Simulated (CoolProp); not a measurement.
Acetone along the isotherm 550 K: Z from the reference equation and from simpler models built on Tc = 508.1 K, pc = 4692 kPa, ω = 0.307; each cubic takes its own stable root.

Values from CoolProp's reference Helmholtz-energy equation of state, Lemmon 2006. It is a short technical equation, of lower accuracy than the large ones.

```
p (kPa)  phase  reference
-------  -----  ---------
180        gas     0.9885
361        gas     0.9768
541        gas     0.9651
722        gas     0.9533
902        gas     0.9414
1080       gas     0.9295
1260       gas     0.9174
1440       gas     0.9052
1620       gas     0.8929
1800       gas     0.8805
1990       gas     0.8672
2170       gas     0.8545
2350       gas     0.8416
```

Problem. How far does each simpler model (Pitzer virial, Redlich-Kwong, Peng-Robinson) lie from the reference over these 13 states: mean and median of the absolute difference, and the worst?

Solution. 
- Pitzer virial: mean 1.5 %, median 1.3 %, worst +3.2 % at 550 K and 2350 kPa
- Redlich-Kwong: mean 0.7 %, median 0.7 %, worst +1.3 % at 550 K and 2350 kPa
- Peng-Robinson: mean 0.2 %, median 0.2 %, worst +0.4 % at 550 K and 2350 kPa
